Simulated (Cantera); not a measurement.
A closed system holds: 1 mol SiC, 0.0014 mol H2O, 140 mol N2, 0.007 mol O2, at 8.10 bar.

Equilibrium computed with Cantera from the NASA thermochemical tables; the gas is ideal and each condensed phase is pure. Candidate condensed phases: C, C6H6, C7H8, C8H18, H2O, Si, SiC, SiO2, Si2N2O, Si3N4; 151 gas species. N2 is the only nitrogen source here; it is nearly inert below about 1500 K, so the nitride shown seldom forms there in practice. Mutual solubility and eutectic melting of coexisting phases are not modelled. The numbers say what is thermodynamically allowed, not how fast it happens.

x: gas mole fraction; n: condensed amount in mol.

| T (K) | x N2 | x CO | x HCN | x H2 | n C(graphite) | n Si2N2O(s) | n Si3N4(s) |
|---|---|---|---|---|---|---|---|
| 1273 | 1.000 | 2.03e-7 | 5.00e-7 | 9.80e-6 | 1.000 | 0.0154 | 0.323 |
| 1323 | 1.000 | 6.57e-7 | 7.96e-7 | 9.65e-6 | 1.000 | 0.0153 | 0.323 |
| 1373 | 1.000 | 1.95e-6 | 1.22e-6 | 9.43e-6 | 1.000 | 0.0151 | 0.323 |
| 1423 | 1.000 | 5.33e-6 | 1.80e-6 | 9.13e-6 | 0.999 | 0.0147 | 0.324 |
| 1473 | 1.000 | 1.36e-5 | 2.57e-6 | 8.73e-6 | 0.998 | 0.0135 | 0.324 |
| 1523 | 1.000 | … | … | 8.22e-6 | 0.995 | … | 0.326 |
| 1573 | 1.000 | 7.43e-5 | 4.76e-6 | 7.60e-6 | 0.989 | 0.00505 | 0.330 |
| 1623 | 1.000 | 0.000110 | 6.17e-6 | 6.86e-6 | 0.984 | 0 | 0.333 |
| 1673 | 1.000 | 0.000110 | 7.73e-6 | 6.02e-6 | 0.983 | 0 | 0.333 |
| 1723 | 1.000 | 0.000110 | 9.39e-6 | 5.13e-6 | 0.983 | 0 | 0.333 |
| 1773 | 1.000 | 0.000110 | … | … | 0.983 | 0 | 0.333 |
| 1823 | 1.000 | 0.000110 | 1.26e-5 | 3.36e-6 | 0.983 | 0 | 0.333 |
| 1873 | 1.000 | 0.000110 | 1.39e-5 | 2.59e-6 | 0.982 | 0 | 0.333 |

Task: Fill in the missing entries.

Result: 
- 1773, x HCN: 1.10e-5
- 1773, x H2: 4.23e-6
- 1523, x CO: 3.27e-5
- 1523, x HCN: 3.56e-6
- 1523, n Si2N2O(s): 0.0108
